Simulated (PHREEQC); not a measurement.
Make-up at 25 °C: 0.024 mol/kgw KH2PO4, 0.0013 mol/kgw HCl and 0.001 mol/kgw H3AsO4. Closed to the air; pH follows from the charge balance.

Equilibrium calculation in PHREEQC: ion-association model, wateq4f.dat.

No solid was allowed to form.

Estimate the pH, ionic strength.

pH 3.25; ionic strength 0.0246 mol/kgw.

In which forms is As present?

H2AsO4- 91 %, H3AsO4 8.7 % of the As.

H3PO4, which wateq4f.dat lacks, is added to it with the constant of phreeqc.dat.
